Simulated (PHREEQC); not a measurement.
## Leach liquor

A solution holds 0.27 mol/kgw H2SO4, 0.00088 mol/kgw ZnSO4 and 7.1e-05 mol/kgw MgSO4, at 25 °C and 10 atm. Closed to the air; pH follows from the charge balance.

The numbers come from PHREEQC with the ion-association model, phreeqc.dat.

Each row changes one thing in this solution. Precipitation was switched off in this run.

```
case                                            pH  ionic strength (mol/kgw)  HSO4- (mol/kgw)  SO4-2 (mol/kgw)  Zn+2 (mol/kgw)  ZnSO4 (mol/kgw)
--------------------------------------------  ----  ------------------------  ---------------  ---------------  --------------  ---------------
as made                                       0.63                     0.336            0.238           0.0321        0.000583         0.000240
ZnSO4 from 0.00088 to 0.000968 mol/kgw        0.63                     0.336            0.238           0.0321        0.000641         0.000264
ZnSO4 from 0.00088 to 8.8e-05 mol/kgw         0.63                     0.334            0.238           0.0319         5.83e-5       (withheld)
0.012 mol/kgw TMAH added                      0.65                     0.338            0.237           0.0332        0.000576       (withheld)
MgSO4 replaced by MgBr2 at the same molality  0.63                     0.336            0.238           0.0321        0.000583         0.000239
temperature from 25 to 60 °C                  0.66                     0.303       (withheld)           0.0159      (withheld)         0.000167
diluted 5-fold with water                     1.25                    0.0832       (withheld)           0.0145        0.000111          5.77e-5
```

Problem. Some entries are withheld; supply them.

Solution. 
- ZnSO4 from 0.00088 to 8.8e-05 mol/kgw, ZnSO4 (mol/kgw): 2.39e-5
- 0.012 mol/kgw TMAH added, ZnSO4 (mol/kgw): 0.000244
- temperature from 25 to 60 °C, HSO4- (mol/kgw): 0.255
- temperature from 25 to 60 °C, Zn+2 (mol/kgw): 0.000697
- diluted 5-fold with water, HSO4- (mol/kgw): 0.0396

Species that the database lacks are ignored. (CH3)4N+ isn't in the database: it is added as a free cation with an ion size of 4 Å. Away from 25 °C the constants follow the database's enthalpies or fits; those with neither stay at their 25 °C values.
